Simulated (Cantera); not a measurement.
Input: 1 mol AlCl3, 7 mol N2O, 16 mol H2, at 1248 K and 750 Torr.

Cantera equilibrium calculation (NASA polynomials, part measured and part estimated; ideal gas, pure solids and liquids). Candidate condensed phases: Al, AlCl3, AlN, Al2O3, H2O, NH4Cl; 45 gas species. Kinetics and transport are ignored.

Base state: H2 0.367, N2 0.286, H2O 0.224, HCl 0.122, NH3 1.83e-5 (mole fractions); condensed: Al2O3(s).

### Question
What changes in the equilibrium state with this change: AlCl3 replaced by Al?

### Answer
| species | before | after |
|---|---|---|
| H2 | 0.367 | 0.456 |
| N2 | 0.286 | 0.304 |
| H2O | 0.224 | 0.239 |
| HCl | 0.122 | 0 |
| NH3 | 1.83e-5 | 2.62e-5 |
| Al2O3(s), mol | 0.500 | 0.500 |
